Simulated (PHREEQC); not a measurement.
Solution (25 °C): 0.0112 mol/kgw ZnSO4. Closed to the air; pH follows from the charge balance.

Equilibrium calculation in PHREEQC: ion-association model, wateq4f.dat.

Precipitation was switched off in this run.

Task: Order these Zn species by the share of Zn that they hold, largest first: Zn+2, Zn(SO4)2-2, ZnSO4.

Result: Zn+2 (66 %), ZnSO4 (32 %), Zn(SO4)2-2 (1.9 %)

Task: Order these S species by the share of S that they hold, largest first: Zn(SO4)2-2, SO4-2, ZnSO4.

Result: SO4-2 (64 %), ZnSO4 (32 %), Zn(SO4)2-2 (3.8 %)

The pH is 5.74 and the ionic strength 0.0296 mol/kgw.
